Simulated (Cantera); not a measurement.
Feed: 1 mol FeCl₂, 37 mol H₂, 1.1 mol H₂O, equilibrated at 1375 K and 0.100 bar.

These are equilibrium values from Cantera (NASA tables, ideal gas, pure condensed phases), not measurements of a reactor. Candidate condensed phases: Fe, FeCl₂, FeCl₃, FeO, Fe(OH)₂, Fe(OH)₃, Fe₂O₃, Fe₃O₄, H₂O; 22 gas species. Equilibrium is a limit: real reactors are often held back by kinetics, nucleation or transport.

Base state: H₂ 0.922, HCl 0.0482, H₂O 0.0281, FeCl₂ 0.00148, H 1.04e-5 (mole fractions); condensed: Fe(γ).

Q: What changes in the equilibrium state with this change: temperature from 1375 K to 2148 K?

A: 
| species | before | after |
|---|---|---|
| H₂ | 0.922 | 0.896 |
| HCl | 0.0482 | 0.0438 |
| H₂O | 0.0281 | 0.0274 |
| Fe | 8.21e-8 | 0.0170 |
| H | 1.04e-5 | 0.0125 |
| FeCl | 3.35e-9 | 6.65e-5 |
| FeO | <1e-9 | 1.44e-5 |
| OH | 5.71e-9 | 4.91e-5 |
| Fe(γ), mol | 0.942 | 0 |
| Fe(l), mol | 0 | 0.202 |
